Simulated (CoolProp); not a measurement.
A Linde-Hampson liquefier for normal hydrogen: isothermal reversible compression at 300 K from 1 atm to 10 MPa, throttling to 1 atm, return gas leaving the recuperator 2 K below the feed. Each further row changes one setting.

Computed with CoolProp (reference Helmholtz-energy equation of state, Leachman 2009).

| case | compression work (kJ/kg of gas) |
|---|---|
| as stated | 5750 |
| high pressure 20 MPa | 6690 |
| warm-end temperature 330 K | 6320 |
| warm-end gap 7 K | 5750 |
